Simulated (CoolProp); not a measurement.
A closed Brayton cycle with dry air: compressor inlet 319.15 K and 3.1 MPa, high pressure 6 MPa, turbine inlet 700 K, compressor efficiency 0.89, turbine efficiency 0.85, recuperator effectiveness 0.8 (on enthalpy, no pinch check). Each further row changes one setting.

Values from CoolProp's reference Helmholtz-energy equation of state, Lemmon 2000. It is a pseudo-pure fit of the blend.

| case | thermal efficiency (%) | net work (kJ/kg) | compressor to turbine work | compressor exit (K) | turbine exit (K) |
|---|---|---|---|---|---|
| as stated | (withheld) | 29.8 | 0.72 | 394.2 | 602.5 |
| turbine inlet 650 K | 16.5 | 22.2 | 0.77 | 394.2 | (withheld) |
| compressor inlet 329.15 K | 18.3 | 27.3 | (withheld) | 406.5 | 602.5 |
| high pressure 5.1 MPa | 18.8 | 25.5 | (withheld) | 374.4 | (withheld) |
| recuperator effectiveness 0.5 | 13.7 | 29.8 | 0.72 | 394.2 | 602.5 |

Task: What belongs in the gaps?

Result: 
- as stated, thermal efficiency (%): 19.6
- turbine inlet 650 K, turbine exit (K): 558.5
- compressor inlet 329.15 K, compressor to turbine work: 0.74
- high pressure 5.1 MPa, compressor to turbine work: 0.68
- high pressure 5.1 MPa, turbine exit (K): 625.1
